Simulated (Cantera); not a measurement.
An adiabatic, constant-volume homogeneous reactor starts with 37.5 % CO, 9.37 % H₂, 11.2 % O₂, 42.0 % N₂, at 1098 K and 2300000 Pa.

Computed with Cantera and GRI-Mech 3.0 (53 species, 325 reactions). The hydrogen kinetics of GRI-Mech 3.0 are dated; newer H2 mechanisms differ, most at raised pressure. The pressure lies above the range GRI-Mech 3.0 was tuned for (to about 10 atm). Above 3000 K some thermodynamic fits are extrapolated.

### Question
Predict: time of steepest temperature rise; temperature at 6.00 s; equilibrium temperature; x(CO) at 6.00 s; x(H₂) at 6.00 s; x(O₂) at 6.00 s; x(H₂O) at 6.00 s; x(NO) at 6.00 s; x(H) at 6.00 s.

### Answer
* **time of steepest temperature rise**: 0.212 ms
* **temperature at 6.00 s**: 3026 K
* **equilibrium temperature**: 3026 K
* **x(CO) at 6.00 s**: 0.261 (gas-phase equilibrium 0.261)
* **x(H₂) at 6.00 s**: 0.0183 (gas-phase equilibrium 0.0183)
* **x(O₂) at 6.00 s**: 0.000864 (gas-phase equilibrium 0.000864)
* **x(H₂O) at 6.00 s**: 0.0826 (gas-phase equilibrium 0.0826)
* **x(NO) at 6.00 s**: 0.00244 (gas-phase equilibrium 0.00244)
* **x(H) at 6.00 s**: 0.00309 (gas-phase equilibrium 0.00309)
